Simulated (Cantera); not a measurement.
An adiabatic, constant-volume homogeneous reactor starts with 21.4 % H2, 16.4 % O2, 61.8 % N2, 0.385 % H2O, at 1500 K and 1.38 atm.

Cantera simulation using the H2/O2 subset of GRI-Mech 3.0, which has no nitrogen chemistry; the numbers are that mechanism's predictions, not measurements.

Question: Predict: time of steepest temperature rise; temperature at 2.00 s; equilibrium temperature; x(H2) at 2.00 s; x(O2) at 2.00 s; x(H2O2) at 2.00 s; x(OH) at 2.00 s; x(H) at 2.00 s; x(H2O) at 2.00 s.

Answer: 
```json
{
  "time_of_steepest_temperature_rise": "9.68 µs",
  "temperature at 2.00 s": "2870 K",
  "equilibrium_temperature": "2870 K",
  "x(H2) at 2.00 s": "0.0151 (gas-phase equilibrium 0.0151)",
  "x(O2) at 2.00 s": "0.0586 (gas-phase equilibrium 0.0586)",
  "x(H2O2) at 2.00 s": "1.08e-6 (gas-phase equilibrium 1.08e-6)",
  "x(OH) at 2.00 s": "0.0326 (gas-phase equilibrium 0.0326)",
  "x(H) at 2.00 s": "0.00822 (gas-phase equilibrium 0.00822)",
  "x(H2O) at 2.00 s": "0.201 (gas-phase equilibrium 0.201)"
}
```
